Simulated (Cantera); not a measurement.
A closed system holds: 1 mol Si(CH₃)₄, 0.017 mol HCl, 290 mol H₂, held at 1950 °C and 10.0 mbar.

Method: chemical equilibrium by Gibbs-energy minimisation in Cantera with the NASA 1993 tables (ideal gas, pure condensed phases). Candidate condensed phases: C, C₆H₆, C₇H₈, C₈H₁₈, Si, SiC; 109 gas species. Gases not in the tables: Si₂H₆ and higher silanes. The numbers say what is thermodynamically allowed, not how fast it happens.

Base state: H₂ 0.932, H 0.0618, C₂H₂ (acetylene) 0.00271, Si 0.00268, SiC₂ 0.000281, SiH 0.000109, Si₂C 8.60e-5, HCl 5.28e-5 (mole fractions); condensed: C(graphite).

Task: What changes in the equilibrium state with this change: Si(CH₃)₄ replaced by SiH₄?

Result: 
| species | before | after |
|---|---|---|
| H₂ | 0.932 | 0.935 |
| H | 0.0618 | 0.0619 |
| Si | 0.00268 | 0.00315 |
| C₂H₂ (acetylene) | 0.00271 | 0 |
| SiC₂ | 0.000281 | 0 |
| Si₂C | 8.60e-5 | 0 |
| SiH₂ | 1.80e-5 | 2.12e-5 |
| SiH | 0.000109 | 0.000129 |
| HCl | 5.28e-5 | 5.35e-5 |
| C(graphite), mol | 2.13 | 0 |
